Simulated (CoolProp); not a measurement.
A Linde-Hampson liquefier for ethylene: isothermal reversible compression at 300 K from 1 atm to 30 MPa, throttling to 1 atm, return gas leaving the recuperator 0 K below the feed. Each further row changes one setting.

Values from CoolProp's reference Helmholtz-energy equation of state, Smukala 2000.

```tsv
case	liquid yield per pass	compression work (kJ/kg of gas)
as stated	___	397
high pressure 60 MPa	___	___
warm-end temperature 330 K	0.404	467
warm-end gap 5 K	___	397
```

Task: Fill in the missing entries.

Result: 
- as stated, liquid yield per pass: 0.481
- high pressure 60 MPa, liquid yield per pass: 0.454
- high pressure 60 MPa, compression work (kJ/kg of gas): 462
- warm-end gap 5 K, liquid yield per pass: 0.475
